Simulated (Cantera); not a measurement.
Charge: 1 mol TiCl4, 13 mol H2O, 12 mol N2, at 1050 °C and 0.00133 bar.

Cantera equilibrium calculation (NASA polynomials, part measured and part estimated; ideal gas, pure solids and liquids). Candidate condensed phases: H2O, NH4Cl, Ti, TiCl2, TiCl3, TiCl4, TiN, TiO, TiO2, Ti2O3, Ti3O5, Ti4O7; 38 gas species. Rates play no part.

Base state: N2 0.444, H2O 0.407, HCl 0.148, Cl 0.000340, H2 0.000250, O2 3.35e-5, OH 1.62e-5 (mole fractions); condensed: TiO2(rutile).

Q: What changes in the equilibrium state with this change: TiCl4 replaced by Ti(NMe2)4?

A: 
```tsv
species	before	after
H2	0.000250	0.478
N2	0.444	0.298
CO	0	0.160
H2O	0.407	0.0540
HCl	0.148	0
CO2	0	0.00978
Cl	0.000340	0
O2	3.35e-5	<1e-9
OH	1.62e-5	4.91e-8
TiO2(rutile), mol	1.00	1.00
```
The feed counts by its element totals alone. Further candidate phases: C, C6H6, C7H8, C8H18, TiC.
